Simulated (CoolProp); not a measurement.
Model: reference Helmholtz-energy equation of state, Span 1996, in CoolProp.

Task: For carbon dioxide, give the phase and the cv (kJ/(kg K)), viscosity (µPa s) at 237.85 °C and 6.67 MPa; 584.05 °C and 1.57 MPa; 668.65 °C and 0.201 MPa.

Result: 
- 237.85 °C and 6.67 MPa: gas; cv 0.851, viscosity 25.4
- 584.05 °C and 1.57 MPa: gas; cv 1.00, viscosity 36.9
- 668.65 °C and 0.201 MPa: gas; cv 1.03, viscosity 39.4

Viscosity comes from a separate model (Laesecke 2017).
